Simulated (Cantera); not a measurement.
A perfectly stirred reactor is fed with CH3OH : O2 : N2 = 1 : 1 : 9.2 (molar parts), equivalence ratio 1.5, at 1.00 bar; it is adiabatic with a 523 K inlet, and is followed from long to short residence time, starting on the burning branch (τ in s: 0.42, 0.19, 0.083, 0.037, 0.016, 0.0072, 0.0032, 0.0014, 0.00062, 0.00028, 0.00012, 5.4e-05, 2.4e-05).

Model: GRI-Mech 3.0 (53 species, 325 reactions), integrated in Cantera. GRI-Mech 3.0 was tuned for natural gas; its chemistry of methanol as a main component is partial and can be far from experiment.

x: mole fraction; the columns are a selection and need not sum to one.

| τ (s) | T (K) | x CH3OH | x O2 | x HCN | x CH4 | x NO |
|---|---|---|---|---|---|---|
| 0.42 | 1495 | 2.40e-6 | 6.88e-5 | [?] | 1.82e-5 | 4.92e-6 |
| 0.19 | 1493 | 4.24e-6 | 0.000121 | [?] | 3.05e-5 | 6.27e-6 |
| 0.083 | 1491 | 7.93e-6 | 0.000226 | [?] | 5.29e-5 | 7.14e-6 |
| 0.037 | 1487 | 1.50e-5 | 0.000423 | [?] | 8.96e-5 | 7.28e-6 |
| 0.016 | 1480 | 2.96e-5 | 0.000825 | [?] | 0.000150 | 6.76e-6 |
| 0.0072 | 1467 | 5.90e-5 | 0.00160 | [?] | 0.000237 | 5.62e-6 |
| 0.0032 | 1439 | 0.000136 | 0.00342 | [?] | 0.000369 | 3.49e-6 |
| 0.0014 | 523 | 0.0893 | 0.0893 | <1e-12 | <1e-12 | <1e-12 |
| 0.00062 | 523 | 0.0893 | 0.0893 | <1e-12 | <1e-12 | <1e-12 |
| 0.00028 | 523 | 0.0893 | 0.0893 | <1e-12 | <1e-12 | <1e-12 |
| 0.00012 | 523 | 0.0893 | 0.0893 | <1e-12 | <1e-12 | <1e-12 |
| 5.4e-5 | 523 | 0.0893 | 0.0893 | <1e-12 | <1e-12 | <1e-12 |
| 2.4e-5 | 523 | 0.0893 | 0.0893 | <1e-12 | <1e-12 | <1e-12 |

Question: What belongs in the gaps?

Answer: 
- 0.42, x HCN: 1.04e-6
- 0.19, x HCN: 2.04e-6
- 0.083, x HCN: 3.46e-6
- 0.037, x HCN: 4.77e-6
- 0.016, x HCN: 5.43e-6
- 0.0072, x HCN: 4.93e-6
- 0.0032, x HCN: 2.99e-6
